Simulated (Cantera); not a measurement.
A closed system holds: 1 mol PbO, 1.6 mol CH4, 0.46 mol N2, held at 4.80 mbar.

Method: chemical equilibrium by Gibbs-energy minimisation in Cantera with the NASA 1993 tables (ideal gas, pure condensed phases). Candidate condensed phases: C, C6H6, C7H8, C8H18, H2O, Pb, PbO, PbO2, Pb3O4; 139 gas species. The numbers say what is thermodynamically allowed, not how fast it happens.

Over these rows the condensed part is C(graphite). Partial pressures as log10 of bar:

```
T (K)  1000/T (1/K)  log p HCN  log p H2  log p CO  log p Pb  log p N2
-----  ------------  ---------  --------  --------  --------  --------
1298         0.7704      -6.68     -2.57     -3.07     -3.07     -3.41
1398         0.7153          ?     -2.57     -3.07     -3.07     -3.41
1498         0.6676      -5.97     -2.57     -3.07     -3.07     -3.41
1598         0.6258      -5.68     -2.57     -3.07     -3.07     -3.41
1698         0.5889      -5.43     -2.57     -3.07     -3.07     -3.41
1798         0.5562      -5.21     -2.57     -3.07     -3.07     -3.41
```

**Question.** Fit log p(HCN) = a + b·(1000/T) to the five rows, give the apparent enthalpy, and predict the row at 1398 K.

**Answer.** Means: 1000/T = 0.6418, log p = -5.794. Sxy = -0.189550, Sxx = 0.0275854, so b = -6.87 and a = -5.794 − (-6.87)×0.6418 = -1.38.
Apparent enthalpy: −19.145 × (-6.87) = 132 kJ/mol. With the condensed phases at unit activity, C(graphite) + 1/2 H2(g) + 1/2 N2(g) = HCN(g) links this pressure to the main gases: over the six rows their terms move log p by +0.00 in all, so the slope is close to that reaction's ΔH°. The five rows lie within 0.01 of the line.
Prediction at 1398 K: -1.38 + (-6.87)×0.7153 = -6.29. The computed value is -6.30, 0.01 from the line.
